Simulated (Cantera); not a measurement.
A Cantera script and what it prints.

```python
import numpy as np
import cantera as ct

gas_names = """
    CL CL2 H HCL H2 Si SiCL SiCL2 SiCL3 SiCL4 SiH SiHCL3 SiH2 SiH2CL2 SiH3 SiH3CL SiH4 Si2 Si3
""".split()
cond_names = """
    Si(cr) Si(L)
""".split()


# ... load() reads the species with a 1 bar reference pressure and builds the phases ...
atoms = {
    'Si2Cl6': {'Si': 2, 'CL': 6},
    'Cl2': {'CL': 2},
    'H2': {'H': 2},
}
top_T = {}  # K; cautious upper limits of use, not melting points


# ... equilibrate(T, P, feed) seeds the gas with the atoms and calls Mixture.equilibrate('TP', solver="vcs", rtol=1e-11, max_steps=5000) ...
results = []
feed = {'Si2Cl6': 1, 'Cl2': 0.51, 'H2': 120}  # mol
P = 1333.22  # Pa
for T in [923, 998, 1073, 1148, 1223, 1298, 1373, 1448, 1523, 1598]:
    mix = equilibrate(T, P, feed)
    results.append((T, P, feed, dict(zip(mix.species_names, mix.species_moles))))

top = {s: max(r[3][s] / sum(r[3][g] for g in gas_names) for r in results) for s in gas_names}
cols = sorted((s for s in top if top[s] > 0.0001), key=lambda s: -top[s])[:8]
seen = [c for c in cond_names if any(r[3].get(c, 0) > 1e-12 for r in results)]
print("log10 of partial pressures in bar; condensed amounts in mol")
print(f"{'T/K':>10s}" + "".join(f"{s[:9]:>10s}" for s in cols + seen))
for T, P, feed, n in results:
    ng = sum(n[g] for g in gas_names)
    print(f"{T:10.4g}" + "".join(f"{np.log10(max(n[s] / ng * P / 1e5, 1e-99)):10.3f}" for s in cols)
          + "".join(f"{n.get(c, 0):10.4g}" for c in seen))
```

Output:

```
log10 of partial pressures in bar; condensed amounts in mol
       T/K        H2       HCL     SiCL4     SiCL2    SiHCL3     SiCL3         H   SiH2CL2    Si(cr)
       923    -1.885    -3.895    -3.910    -5.748    -4.348    -5.632   -10.554    -5.795    0.4126
       998    -1.888    -3.623    -4.017    -5.129    -4.441    -5.268    -9.611    -5.833    0.6551
      1073    -1.892    -3.420    -4.229    -4.659    -4.612    -5.046    -8.799    -5.928    0.9362
      1148    -1.895    -3.295    -4.615    -4.354    -4.912    -5.006    -8.092    -6.112     1.156
      1223    -1.897    -3.243    -5.183    -4.203    -5.348    -5.144    -7.470    -6.387     1.248
      1298    -1.897    -3.230    -5.819    -4.138    -5.832    -5.367    -6.919    -6.696     1.256
      1373    -1.898    -3.230    -6.429    -4.103    -6.295    -5.598    -6.426    -6.992     1.237
      1448    -1.898    -3.233    -6.987    -4.079    -6.720    -5.816    -5.984    -7.264      1.21
      1523    -1.898    -3.236    -7.495    -4.061    -7.106    -6.015    -5.585    -7.510     1.183
      1598    -1.898    -3.240    -7.955    -4.046    -7.456    -6.197    -5.223    -7.734     1.157
```

Cantera equilibrium calculation (NASA polynomials, part measured and part estimated; ideal gas, pure solids and liquids). The feed counts by its element totals alone. The tables' values for SiCl3, SiCl are old estimates; treat these amounts as uncertain.
